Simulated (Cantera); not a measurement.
## N2O furnace oxynitridation

An isothermal, constant-pressure homogeneous reactor starts with 35.2 % N2O, 1.48 % H2, 63.3 % N2, at 1275 K and 36.8 Torr.

Computed with Cantera and GRI-Mech 3.0 (53 species, 325 reactions). GRI-Mech 3.0 was tuned for natural gas; its chemistry of N2O as a main component is partial and can be far from experiment. Radical loss at walls, strong at low pressure, is not modelled. The mechanism lacks the step 2 NO + O2 → 2 NO2, which can matter for NO2 below about 1400 K. The temperature is held fixed by assumption; the heat of reaction is taken as removed at once.

```
t (s)     x N2O      x H2      x H    x H2O2      x NO      x O2    x HO2
--------  -----  --------  -------  --------  --------  --------  -------
0.000500  0.352    0.0148  2.98e-6  1.11e-10   1.63e-6   2.82e-6  9.52e-8
0.000861  0.352    0.0147  5.28e-6  6.33e-10   4.15e-6   5.45e-6  3.05e-7
0.00148   0.352    0.0145  8.54e-6   2.98e-9   1.04e-5   1.01e-5  8.07e-7
0.00255   0.351    0.0141  1.27e-5   1.04e-8   2.53e-5   1.87e-5  1.60e-6
0.00439   0.350    0.0131  1.72e-5   2.11e-8   5.66e-5   3.63e-5  2.20e-6
0.00755   0.348    0.0109  1.93e-5   2.42e-8  0.000112   7.44e-5  2.46e-6
0.0130    0.344   0.00743  1.51e-5   2.43e-8  0.000190  0.000153  2.81e-6
0.0224    0.340   0.00379  7.37e-6   2.49e-8  0.000279  0.000307  3.22e-6
0.0385    0.337   0.00141  2.17e-6   2.18e-8  0.000379  0.000593  3.14e-6
0.0662    0.334  0.000399  4.65e-7   1.42e-8  0.000516   0.00109  2.50e-6
0.114     0.332   7.39e-5  8.51e-8   8.75e-9  0.000738   0.00195  1.91e-6
0.196     0.328   5.49e-6  2.19e-8   6.00e-9   0.00112   0.00341  1.52e-6
0.338     0.321   2.00e-7  1.70e-8   4.07e-9   0.00178   0.00587  1.17e-6
0.581     0.310   1.28e-7  1.72e-8   2.66e-9   0.00289   0.01000  8.32e-7
1.00      0.292   1.21e-7  1.78e-8   1.82e-9   0.00471    0.0167  5.48e-7
```
x: mole fraction; the columns are a selection and need not sum to one.

Equilibrium at this temperature and pressure: N2O 4.44e-9, H2 8.36e-9, H 3.07e-10, H2O2 4.79e-11, NO 0.000289, O2 0.144, HO2 3.71e-9 (gas phase only).
